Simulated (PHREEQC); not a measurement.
1 kg of water holding 0.0045 mol NaHCO3 and 0.62 mol NaCl is evaporated at 25 °C; the solids stay in contact with the brine. CO2 is held at log p = -3.4 (atm). Only these solids could form: Halite, Nahcolite, Natron, Trona.

The series has 28 steps of water left (kg), from 1 to 0.005048.

The numbers come from PHREEQC with the Pitzer model, pitzer.dat.

**Question.** Which solids form, in which order, and at which step of the series does each first stand?

**Answer.** Halite from water left = 0.09505 kg (pH 8.92).

Species that the database lacks are ignored.
